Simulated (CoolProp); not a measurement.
Vapour-liquid equilibrium of sulfur hexafluoride (1) + CH2F2 (R32) (2) at 278.9 K; x and y are mole fractions of (1).

Values from CoolProp's multi-fluid Helmholtz-energy mixture model, Guder 2009 and Tillner-Roth 1997; pair parameters Bell 2016.

```json
[
 {"x": "0.05", "bubble pressure, mixture model (MPa)": "1.262", "bubble pressure, Raoult's law (MPa)": "0.9981", "y, mixture model": "0.225", "y, Raoult's law": "0.073"},
 {"x": "0.15", "bubble pressure, mixture model (MPa)": "1.613", "bubble pressure, Raoult's law (MPa)": "1.047", "y, mixture model": "0.406", "y, Raoult's law": "0.210"},
 {"x": "0.25", "bubble pressure, mixture model (MPa)": "1.782", "bubble pressure, Raoult's law (MPa)": "1.096", "y, mixture model": "0.479", "y, Raoult's law": "0.334"},
 {"x": "0.35", "bubble pressure, mixture model (MPa)": "1.867", "bubble pressure, Raoult's law (MPa)": "1.145", "y, mixture model": "0.520", "y, Raoult's law": "0.447"},
 {"x": "0.45", "bubble pressure, mixture model (MPa)": "1.914", "bubble pressure, Raoult's law (MPa)": "1.194", "y, mixture model": "0.552", "y, Raoult's law": "0.551"},
 {"x": "0.55", "bubble pressure, mixture model (MPa)": "1.938", "bubble pressure, Raoult's law (MPa)": "1.242", "y, mixture model": "0.584", "y, Raoult's law": "0.647"},
 {"x": "0.65", "bubble pressure, mixture model (MPa)": "1.939", "bubble pressure, Raoult's law (MPa)": "1.291", "y, mixture model": "0.624", "y, Raoult's law": "0.736"},
 {"x": "0.75", "bubble pressure, mixture model (MPa)": "1.904", "bubble pressure, Raoult's law (MPa)": "1.340", "y, mixture model": "0.678", "y, Raoult's law": "0.818"},
 {"x": "0.85", "bubble pressure, mixture model (MPa)": "1.809", "bubble pressure, Raoult's law (MPa)": "1.389", "y, mixture model": "0.758", "y, Raoult's law": "0.895"},
 {"x": "0.95", "bubble pressure, mixture model (MPa)": "1.616", "bubble pressure, Raoult's law (MPa)": "1.438", "y, mixture model": "0.891", "y, Raoult's law": "0.966"}
]
```

The largest gap from Raoult's law is +63.1 % in bubble pressure, at x = 0.35. y crosses x between x = 0.55 and 0.65: the model has an azeotrope there.

Pair parameters are fitted to limited data, so mixtures are less certain than the pure fluids. With so large a gap from Raoult's law the liquid may split in two, which this calculation doesn't test in full.
